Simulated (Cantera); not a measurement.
**Aluminium and copper etching: Al + HCl + N2**

Input: 1 mol Al, 3.1 mol HCl, 1.3 mol N2, equilibrated at 1.00 bar.

Equilibrium computed with Cantera from the NASA thermochemical tables; the gas is ideal and each condensed phase is pure. Candidate condensed phases: Al, AlCl3, AlN, NH4Cl; 20 gas species. The tables' values for AlCl2 are old estimates; treat these amounts as uncertain. Kinetics and transport are ignored.

```json
[
 {"T (°C)": "527", "log p H2": "-0.45", "log p N2": "-0.48", "log p AlCl3": "-0.89", "log p HCl": "-0.88", "log p Al2Cl6": "-1.27", "log p AlCl2": "-9.18", "log p NH3": "-3.44", "log p AlCl": "<-12", "n AlN(s)": "0.128"},
 {"T (°C)": "602", "log p H2": "-0.47", "log p N2": "-0.49", "log p AlCl3": "-0.75", "log p HCl": "-0.87", "log p Al2Cl6": "-1.63", "log p AlCl2": "-7.89", "log p NH3": "-3.78", "log p AlCl": "<-12", "n AlN(s)": "0.138"},
 {"T (°C)": "677", "log p H2": "-0.48", "log p N2": "-0.50", "log p AlCl3": "-0.69", "log p HCl": "-0.88", "log p Al2Cl6": "-2.06", "log p AlCl2": "-6.85", "log p NH3": "-4.05", "log p AlCl": "-10.67", "n AlN(s)": "0.138"},
 {"T (°C)": "752", "log p H2": "-0.48", "log p N2": "-0.50", "log p AlCl3": "-0.67", "log p HCl": "-0.89", "log p Al2Cl6": "-2.48", "log p AlCl2": "-5.98", "log p NH3": "-4.27", "log p AlCl": "-9.25", "n AlN(s)": "0.134"},
 {"T (°C)": "827", "log p H2": "-0.47", "log p N2": "-0.50", "log p AlCl3": "-0.66", "log p HCl": "-0.90", "log p Al2Cl6": "-2.86", "log p AlCl2": "-5.24", "log p NH3": "-4.46", "log p AlCl": "-8.04", "n AlN(s)": "0.129"},
 {"T (°C)": "902", "log p H2": "-0.47", "log p N2": "-0.50", "log p AlCl3": "-0.65", "log p HCl": "-0.91", "log p Al2Cl6": "-3.19", "log p AlCl2": "-4.60", "log p NH3": "-4.62", "log p AlCl": "-6.98", "n AlN(s)": "0.125"},
 {"T (°C)": "977", "log p H2": "-0.47", "log p N2": "-0.50", "log p AlCl3": "-0.65", "log p HCl": "-0.93", "log p Al2Cl6": "-3.48", "log p AlCl2": "-4.04", "log p NH3": "-4.77", "log p AlCl": "-6.05", "n AlN(s)": "0.121"},
 {"T (°C)": "1052", "log p H2": "-0.47", "log p N2": "-0.50", "log p AlCl3": "-0.65", "log p HCl": "-0.93", "log p Al2Cl6": "-3.74", "log p AlCl2": "-3.55", "log p NH3": "-4.90", "log p AlCl": "-5.23", "n AlN(s)": "0.117"},
 {"T (°C)": "1127", "log p H2": "-0.47", "log p N2": "-0.50", "log p AlCl3": "-0.65", "log p HCl": "-0.94", "log p Al2Cl6": "-3.97", "log p AlCl2": "-3.11", "log p NH3": "-5.02", "log p AlCl": "-4.50", "n AlN(s)": "0.114"},
 {"T (°C)": "1202", "log p H2": "-0.47", "log p N2": "-0.50", "log p AlCl3": "-0.65", "log p HCl": "-0.95", "log p Al2Cl6": "-4.17", "log p AlCl2": "-2.71", "log p NH3": "-5.12", "log p AlCl": "-3.85", "n AlN(s)": "0.109"}
]
```
log p: log10 of the partial pressure in bar; n: condensed amount in mol.

From 527 °C to 1202 °C the condensed part is AlN(s). The main Al-bearing gas is AlCl3 throughout.
